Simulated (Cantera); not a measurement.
Feed: 1 mol Fe, 0.0065 mol H2S, 7.5 mol CO, equilibrated at 975 K and 70.0 Pa.

Cantera equilibrium calculation (NASA polynomials, part measured and part estimated; ideal gas, pure solids and liquids). Candidate condensed phases: C, C6H6, C7H8, C8H18, Fe, Fe(CO)5, FeO, Fe(OH)2, Fe(OH)3, FeS, FeSO4, FeS2, Fe2O3, Fe2(SO4)3, Fe3O4, H2O, H2SO4, S; 127 gas species. FeS: taken at fixed stoichiometry. Condensed phases not in the tables: cementite and carbon dissolved in iron. The numbers say what is thermodynamically allowed, not how fast it happens.

Q: What is the equilibrium state?

A: 
```json
{
  "x(CO)": "0.998",
  "x(H2)": "0.000865",
  "x(CO2)": "0.000670",
  "x(COS)": "2.84e-5",
  "n(C(graphite))": "0.00503 mol",
  "n(Fe(α))": "0.994 mol",
  "n(FeS(s))": "0.00628 mol",
  "gas_amount": "7.501 mol",
  "log10 activity of S(l) (absent)": "-5.60",
  "log10 activity of Fe(OH)2(s) (absent)": "-16.97",
  "log10 activity of Fe(OH)3(s) (absent)": "-28.16"
}
```
